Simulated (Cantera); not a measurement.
Input: 1 mol HMDSO, 0.29 mol N2O, at 0.133 bar.

Cantera equilibrium calculation (NASA polynomials, part measured and part estimated; ideal gas, pure solids and liquids). Candidate condensed phases: C, C6H6, C7H8, C8H18, H2O, Si, SiC, SiO2, Si2N2O, Si3N4; 151 gas species. The feed counts by its element totals alone. Mutual solubility and eutectic melting of coexisting phases are not modelled. The tables hold silica as quartz up to 1696 K and as liquid above; real silica turns to tridymite and cristobalite and melts near 1996 K. Kinetics and transport are ignored.

x: gas mole fraction; n: condensed amount in mol.

| T (K) | x H2 | x CH4 | x CO | x N2 | x SiO | x HCN | x H | n C(graphite) | n SiC(s) | n SiO2(α-quartz) | n Si2N2O(s) | n SiO2(β-quartz) |
|---|---|---|---|---|---|---|---|---|---|---|---|---|
| 598 | 0.239 | 0.761 | <1e-12 | <1e-12 | <1e-12 | <1e-12 | <1e-12 | 1.19 | 0.920 | 0.500 | 0.290 | 0 |
| 748 | 0.751 | 0.249 | 3.92e-12 | <1e-12 | <1e-12 | <1e-12 | <1e-12 | 3.29 | 0.920 | 0.500 | 0.290 | 0 |
| 898 | 0.961 | 0.0394 | 1.46e-8 | 1.51e-12 | <1e-12 | 1.01e-12 | 2.94e-10 | 4.74 | 0.920 | 0 | 0.290 | 0.500 |
| 1048 | 0.992 | 0.00766 | 4.99e-6 | 2.16e-9 | 6.38e-10 | 5.01e-10 | 2.11e-8 | 5.01 | 0.920 | 0 | 0.290 | 0.500 |
| 1198 | 0.997 | ? | ? | ? | ? | ? | ? | 5.06 | 0.922 | 0 | 0.290 | 0.498 |
| 1348 | 0.988 | ? | ? | ? | ? | ? | ? | 4.92 | 0.972 | 0 | 0.290 | ? |
| 1498 | 0.897 | 0.000278 | 0.101 | 0.00149 | 0.000196 | 3.81e-5 | 4.46e-5 | 3.54 | 1.45 | 0 | 0.275 | 0 |
| 1648 | 0.850 | 0.000129 | 0.122 | 0.0272 | 0.000418 | 0.000415 | 0.000225 | 2.71 | 2.00 | 0 | 0 | 0 |

### Question
What belongs in the gaps?

### Answer

- 1348, x CH4: 0.000759
- 1348, x CO: 0.0113
- 1348, x N2: 3.26e-5
- 1348, x SiO: 1.09e-5
- 1348, x HCN: 1.82e-6
- 1348, x H: 6.30e-6
- 1348, n SiO2(β-quartz): 0.449
- 1198, x CH4: 0.00213
- 1198, x CO: 0.000388
- 1198, x N2: 4.90e-7
- 1198, x SiO: 1.55e-7
- 1198, x HCN: 5.10e-8
- 1198, x H: 5.20e-7
